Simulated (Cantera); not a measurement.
Input: 1 mol C₆H₆, 0.4 mol CO₂, 8.6 mol H₂, held at 400 Pa.

Cantera equilibrium calculation (NASA polynomials, part measured and part estimated; ideal gas, pure solids and liquids). Candidate condensed phases: C, C₆H₆, C₇H₈, C₈H₁₈, H₂O; 110 gas species. Kinetics and transport are ignored. All values below are at 1452 °C.

Base state: H₂ 0.933, CO 0.0644, H 0.00284, C₂H₂ (acetylene) 8.59e-5 (mole fractions); condensed: C(graphite).

### Question
What changes in the equilibrium state with this change: CO₂ from 0.4 to 0.073 mol?

### Answer
| species | before | after |
|---|---|---|
| H₂ | 0.933 | 0.985 |
| CO | 0.0644 | 0.0124 |
| H | 0.00284 | 0.00291 |
| C₂H₂ (acetylene) | 8.59e-5 | 9.07e-5 |
| C(graphite), mol | 5.60 | 5.92 |
